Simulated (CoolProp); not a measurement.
A single-stage vapour-compression cycle with R134a: evaporating at 235.15 K (dew point), condensing at 266.15 K (bubble point), superheat 10 K, subcooling 0 K, compressor efficiency 0.9, no pressure losses. Each further row changes one setting.

Computed with CoolProp (reference Helmholtz-energy equation of state, Tillner-Roth 1994).

```json
[
 {"case": "as stated", "cooling COP": "6.04", "pressure ratio": "3.97", "discharge temperature (K)": "289.6", "refrigerating effect (kJ/kg)": "192", "volumetric capacity (kJ/m³)": "560"},
 {"case": "evaporating temperature 240.15 K", "cooling COP": "7.49", "pressure ratio": "3.09", "discharge temperature (K)": "286.8", "refrigerating effect (kJ/kg)": "…", "volumetric capacity (kJ/m³)": "721"},
 {"case": "condensing temperature 261.15 K", "cooling COP": "7.34", "pressure ratio": "…", "discharge temperature (K)": "…", "refrigerating effect (kJ/kg)": "199", "volumetric capacity (kJ/m³)": "579"},
 {"case": "subcooling 5 K", "cooling COP": "6.24", "pressure ratio": "3.97", "discharge temperature (K)": "289.6", "refrigerating effect (kJ/kg)": "199", "volumetric capacity (kJ/m³)": "579"},
 {"case": "superheat 20 K", "cooling COP": "6.01", "pressure ratio": "3.97", "discharge temperature (K)": "300.0", "refrigerating effect (kJ/kg)": "…", "volumetric capacity (kJ/m³)": "558"},
 {"case": "compressor efficiency 0.8", "cooling COP": "5.36", "pressure ratio": "3.97", "discharge temperature (K)": "294.2", "refrigerating effect (kJ/kg)": "192", "volumetric capacity (kJ/m³)": "560"}
]
```

### Question
What belongs in the gaps?

### Answer

- evaporating temperature 240.15 K, refrigerating effect (kJ/kg): 196
- condensing temperature 261.15 K, pressure ratio: 3.26
- condensing temperature 261.15 K, discharge temperature (K): 283.0
- superheat 20 K, refrigerating effect (kJ/kg): 200
